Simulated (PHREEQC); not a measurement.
**Phosphoric acid bath (model solution)**

Make-up at 25 °C: 130 mmol/kgw NaH2PO4 and 1.5 mmol/kgw HF. Closed to the air; pH follows from the charge balance.

Computed with PHREEQC (ion-association model, phreeqc.dat).

Each row changes one thing in this solution. Precipitation was switched off in this run.

| case | pH | ionic strength (mol/kgw) | H3PO4 (mol/kgw) | F- (mol/kgw) | HPO4-2 (mol/kgw) | HF (mol/kgw) |
|---|---|---|---|---|---|---|
| as made | 4.00 | 0.130 | 0.00143 | 0.00130 | 0.000177 | 0.000142 |
| HF from 0.0015 to 0.0003 mol/kgw | 4.34 | 0.130 | 0.000654 | 0.000275 | 0.000390 | 1.36e-5 |
| NaH2PO4 from 0.13 to 0.143 mol/kgw | 4.02 | 0.143 | 0.00148 | 0.00131 | 0.000210 | 0.000133 |
| HF from 0.0015 to 0.00015 mol/kgw | 4.39 | 0.130 | 0.000576 | 0.000138 | 0.000443 | 6.03e-6 |
| diluted 5-fold with water | 4.15 | 0.0261 | 0.000231 | 0.000272 | 3.53e-5 | 2.46e-5 |

Complexes and solids missing from the database can't appear.
